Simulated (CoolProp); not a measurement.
Values from CoolProp's reference Helmholtz-energy equation of state, Pan 2012.

Question: For R236FA, give the phase and the cp (kJ/(kg K)), speed of sound (m/s), viscosity (µPa s), conductivity (mW/(m K)) at 78.25 °C and 9.95 bar; 107.35 °C and 9.95 bar; 117.15 °C and 9.95 bar.

Answer: 
- 78.25 °C and 9.95 bar: gas; cp 1.08, speed of sound 117, viscosity 13.0, conductivity 18.1
- 107.35 °C and 9.95 bar: gas; cp 1.05, speed of sound 130, viscosity 14.3, conductivity 20.5
- 117.15 °C and 9.95 bar: gas; cp 1.05, speed of sound 134, viscosity 14.7, conductivity 21.4

Viscosity comes from a separate model (Huber 2003), an estimate that may be off by 10 % or more. Thermal conductivity comes from a separate model (Huber 2003), an estimate that may be off by 10 % or more.
